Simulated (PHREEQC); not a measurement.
## Brine: speciation

Dissolve 1.4 mol MgCl2 and 4e-05 mol H4SiO4 per kg of water at 60 °C. Closed to the air; pH follows from the charge balance.

The numbers come from PHREEQC with the Pitzer model, pitzer.dat.

Each row changes one thing in this solution. No solid was allowed to form.

```json
[
 {"case": "as made", "pH": "5.20", "ionic strength (mol/kgw)": "4.20"},
 {"case": "diluted 100-fold with water", "pH": "6.30", "ionic strength (mol/kgw)": "___"},
 {"case": "MgCl2 left out", "pH": "___", "ionic strength (mol/kgw)": "3.35e-7"},
 {"case": "temperature from 60 to 70 °C", "pH": "5.09", "ionic strength (mol/kgw)": "4.20"},
 {"case": "H4SiO4 from 4e-05 to 8e-06 mol/kgw", "pH": "5.20", "ionic strength (mol/kgw)": "4.20"},
 {"case": "H4SiO4 left out", "pH": "5.20", "ionic strength (mol/kgw)": "4.20"},
 {"case": "0.52 mol/kgw Na2SO4 added", "pH": "5.44", "ionic strength (mol/kgw)": "___"},
 {"case": "MgCl2 from 1.4 to 0.7 mol/kgw", "pH": "5.63", "ionic strength (mol/kgw)": "___"},
 {"case": "0.018 mol/kgw Na2CO3 added", "pH": "___", "ionic strength (mol/kgw)": "4.22"}
]
```

Task: Fill in the missing entries.

Result: 
- diluted 100-fold with water, ionic strength (mol/kgw): 0.0420
- MgCl2 left out, pH: 6.47
- 0.52 mol/kgw Na2SO4 added, ionic strength (mol/kgw): 5.76
- MgCl2 from 1.4 to 0.7 mol/kgw, ionic strength (mol/kgw): 2.10
- 0.018 mol/kgw Na2CO3 added, pH: 8.08

Some of these states are supersaturated (in Magnesite (slow to form), for instance). In brines, pH and single-ion activities rest on the MacInnes convention. At this temperature some constants are extrapolated from 25 °C, and those without enthalpy data are left unchanged.
